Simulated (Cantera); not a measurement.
A perfectly stirred reactor is fed with NO : N₂ = 1 : 2.1 (molar parts), at 20000 Pa; it is held at 1675 K, and followed from long to short residence time.

Computed with Cantera and GRI-Mech 3.0 (53 species, 325 reactions).

What does this change do: 0.099 parts H2O added?


| quantity | before | after |
|---|---|---|
| x(NO) at τ = 21.0 s | 0.273 | 0.265 |
| x(O₂) at τ = 21.0 s | 0.0248 | 0.0236 |
| x(N₂O) at τ = 21.0 s | 2.69e-5 | 2.11e-5 |
| x(O) at τ = 21.0 s | 1.30e-5 | 1.23e-5 |
| x(NO₂) at τ = 21.0 s | 0.000142 | 0.000132 |
| x(NO) at τ = 68.0 ms | 0.322 | 0.312 |
| x(O₂) at τ = 68.0 ms | 6.54e-5 | 9.06e-5 |
| x(N₂O) at τ = 68.0 ms | 2.77e-5 | 2.22e-5 |
| x(O) at τ = 68.0 ms | 3.77e-6 | 1.73e-6 |
| x(NO₂) at τ = 68.0 ms | 4.10e-5 | 1.95e-5 |
